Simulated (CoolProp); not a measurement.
A Linde-Hampson liquefier for nitrogen: isothermal reversible compression at 250 K from 1 atm to 40 MPa, throttling to 1 atm, return gas leaving the recuperator 0 K below the feed. Each further row changes one setting.

Model: reference Helmholtz-energy equation of state, Span 2000, in CoolProp.

| case | liquid yield per pass | compression work (kJ/kg of gas) |
|---|---|---|
| as stated | [?] | 443 |
| high pressure 80 MPa | [?] | [?] |
| warm-end temperature 280 K | [?] | [?] |
| warm-end gap 5 K | [?] | 443 |

Q: Some entries are withheld; supply them.

A: 
- as stated, liquid yield per pass: 0.155
- high pressure 80 MPa, liquid yield per pass: 0.108
- high pressure 80 MPa, compression work (kJ/kg of gas): 521
- warm-end temperature 280 K, liquid yield per pass: 0.114
- warm-end temperature 280 K, compression work (kJ/kg of gas): 503
- warm-end gap 5 K, liquid yield per pass: 0.143
